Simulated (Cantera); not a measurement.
An isothermal, constant-pressure homogeneous reactor starts with NH₃ : N₂ = 1 : 0.14 (molar parts), at 1900 K and 17000 Pa. Integrator tolerance rtol = 1e-08.

Detailed kinetics in Cantera: the gas-phase N/H chemistry of the illustrative SiF4/NH3 mechanism in the Surface Chemkin manual (1991). Walls and surfaces, which speed up NH3 decomposition in real reactors, are not modelled.

### Question
What does this change do: temperature 1900 to 1598 K?

### Answer
```csv
quantity,before,after
x(NH₃) at 20.0 s,9.68e-5 (gas-phase equilibrium 1.30e-6),0.379 (gas-phase equilibrium 2.53e-6)
x(N₂) at 20.0 s,0.299 (gas-phase equilibrium 0.299),0.223 (gas-phase equilibrium 0.299)
x(H) at 20.0 s,0.00162 (gas-phase equilibrium 0.00162),2.93e-5 (gas-phase equilibrium 0.000109)
x(NH) at 20.0 s,5.77e-8 (gas-phase equilibrium 7.73e-10),3.54e-7 (gas-phase equilibrium 1.08e-11)
x(N₂H₂) at 20.0 s,8.27e-12 (gas-phase equilibrium <1e-12),2.61e-7 (gas-phase equilibrium <1e-12)
```
